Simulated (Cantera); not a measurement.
Input (Python, Cantera) and output of one run.

```python
import numpy as np
import cantera as ct

gas_names = [...]  # 136 gases of nasa_gas.yaml made of C, H, N, O
cond_names = """
    C(gr) C6H6(L) C7H8(L) C8H18(L),n-octa H2O(s) H2O(L)
""".split()


# ... load() reads the species with a 1 bar reference pressure and builds the phases ...
atoms = {
    'C2H5OH': {'C': 2, 'H': 6, 'O': 1},
    'NH3': {'N': 1, 'H': 3},
    'H2': {'H': 2},
}
top_T = {'C(gr)': 4500}  # K; cautious upper limits of use, not melting points


# ... equilibrate(T, P, feed) seeds the gas with the atoms and calls Mixture.equilibrate('TP', solver="vcs", rtol=1e-11, max_steps=5000) ...
results = []
feed = {'C2H5OH': 1, 'NH3': 0.21, 'H2': 26}  # mol
T = 2298  # K
P = 33000  # Pa
mix = equilibrate(T, P, feed)
results.append((T, P, feed, dict(zip(mix.species_names, mix.species_moles))))
print(gas.report(threshold=0.0001))
for i in range(1, mix.n_phases):
    print(f"{mix.phase(i).name:16s} {mix.phase_moles(i):12.5e} mol")
```

Result:

```
       temperature   2298 K
          pressure   33000 Pa
           density   0.0052854 kg/m^3
  mean mol. weight   3.0602 kg/kmol
   phase of matter   gas

                          1 kg             1 kmol
                     ---------------   ---------------
          enthalpy        2.1131e+07        6.4666e+07  J
   internal energy        1.4888e+07         4.556e+07  J
           entropy             67816        2.0753e+05  J/K
    Gibbs function       -1.3471e+08       -4.1224e+08  J
 heat capacity c_p             11509             35219  J/K
 heat capacity c_v            8791.6             26904  J/K

                      mass frac. Y      mole frac. X     chem. pot. / RT
                     ---------------   ---------------   ---------------
                CO           0.29847          0.032609           -38.502
    C2H2,acetylene          0.034313         0.0040328            -27.24
                 H         0.0053319          0.016187            -10.55
               HCN          0.017049         0.0019305           -30.906
               HNC         0.0015494        0.00017544           -30.906
                H2           0.62096           0.94259             -21.1
                N2          0.021697         0.0023702           -34.572
     [ +129 minor]        0.00063136        0.00010066

C(gr)             6.84139e-01 mol
```

Method: chemical equilibrium by Gibbs-energy minimisation in Cantera with the NASA 1993 tables (ideal gas, pure condensed phases).
